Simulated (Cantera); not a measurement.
A closed system holds: 1 mol Fe3O4, 0.64 mol CO, 1.9 mol H2, at 1652 °C and 1000 Pa.

Equilibrium computed with Cantera from the NASA thermochemical tables; the gas is ideal and each condensed phase is pure. Candidate condensed phases: C, C6H6, C7H8, C8H18, Fe, Fe(CO)5, FeO, Fe(OH)2, Fe(OH)3, Fe2O3, Fe3O4, H2O; 114 gas species. The tables' stoichiometric FeO is somewhat more stable than real wüstite, so its field is too wide. FeO: taken at fixed stoichiometry. Equilibrium is a limit: real reactors are often held back by kinetics, nucleation or transport.

Base state: H2 0.384, H2O 0.353, CO 0.205, CO2 0.0438, Fe 0.00766, H 0.00592, OH 0.000470, FeO 0.000116 (mole fractions); condensed: FeO(l).

Question: What changes in the equilibrium state with this change: pressure from 1000 Pa to 370000 Pa?

Answer: 
```json
[
 {"species": "H2", "before": "0.384", "after": "0.397"},
 {"species": "H2O", "before": "0.353", "after": "0.351"},
 {"species": "CO", "before": "0.205", "after": "0.209"},
 {"species": "Fe", "before": "0.00766", "after": "2.15e-5"},
 {"species": "H", "before": "0.00592", "after": "0.000313"},
 {"species": "CO2", "before": "0.0438", "after": "0.0429"},
 {"species": "Fe(OH)2", "before": "9.80e-5", "after": "9.75e-5"},
 {"species": "FeO", "before": "0.000116", "after": "3.15e-7"},
 {"species": "OH", "before": "0.000470", "after": "2.39e-5"},
 {"species": "FeO(l), mol", "before": "2.98", "after": "3.00"}
]
```
